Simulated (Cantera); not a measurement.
Charge: 1 mol C₃H₆, 0.053 mol NH₃, at 1850 K and 46.0 mbar.

Cantera equilibrium calculation (NASA polynomials, part measured and part estimated; ideal gas, pure solids and liquids). Candidate condensed phases: C, C₆H₆, C₇H₈, C₈H₁₈; 92 gas species. Equilibrium is a limit: real reactors are often held back by kinetics, nucleation or transport.

Base state: H₂ 0.988, N₂ 0.00816, H 0.00250, HCN 0.000699, C₂H₂ (acetylene) 0.000258, HNC 2.96e-5, CH₄ 2.94e-5 (mole fractions); condensed: C(graphite).

Question: What changes in the equilibrium state with this change: temperature from 1850 K to 2425 K?

Answer: 
```csv
species,before,after
H₂,0.988,0.903
H,0.00250,0.0793
C₂H₂ (acetylene),0.000258,0.00705
C₂H,7.03e-9,3.77e-5
C₄H₂,2.68e-8,2.27e-5
CN,2.86e-8,1.93e-5
HNC,2.96e-5,0.000454
"C(graphite), mol",3.00,2.94
```
